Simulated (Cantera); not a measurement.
Standard-state values (1 bar) from the NASA 1993 polynomials, evaluated with Cantera. Values are per mole of reaction as written; species without (g) are pure solids or liquids, kept so even where they would boil at 1 bar. VN: taken at fixed stoichiometry.

V2O5 + 2 N(g) ⇌ 5 O(g) + 2 VN

| T (K) | ΔH° (kJ) | ΔS° (J/K) | ΔG° (kJ) | log10 K | condensed phases |
|---|---|---|---|---|---|
| 575 | 1416.9 | 443.5 | 1161.8 | -105.54 | V2O5(s), VN(s) |
| 650 | 1416.2 | 442.5 | 1128.6 | -90.69 | V2O5(s), VN(s) |
| 725 | (withheld) | (withheld) | (withheld) | (withheld) | V2O5(s), VN(s) |
| 800 | (withheld) | (withheld) | (withheld) | (withheld) | V2O5(s), VN(s) |
| 875 | 1413.8 | 439.4 | 1029.4 | -61.45 | V2O5(s), VN(s) |
| 950 | 1348.3 | 369.8 | 997.0 | -54.82 | V2O5(l), VN(s) |
| 1025 | (withheld) | (withheld) | (withheld) | (withheld) | V2O5(l), VN(s) |
| 1100 | (withheld) | (withheld) | (withheld) | (withheld) | V2O5(l), VN(s) |

Q: Fill in the missing entries.

A: 
- 725, ΔH° (kJ): 1415.5
- 725, ΔS° (J/K): 441.5
- 725, ΔG° (kJ): 1095.5
- 725, log10 K: -78.92
- 800, ΔH° (kJ): 1414.7
- 800, ΔS° (J/K): 440.4
- 800, ΔG° (kJ): 1062.4
- 800, log10 K: -69.37
- 1025, ΔH° (kJ): 1346.7
- 1025, ΔS° (J/K): 368.2
- 1025, ΔG° (kJ): 969.3
- 1025, log10 K: -49.39
- 1100, ΔH° (kJ): 1345.3
- 1100, ΔS° (J/K): 366.9
- 1100, ΔG° (kJ): 941.7
- 1100, log10 K: -44.72
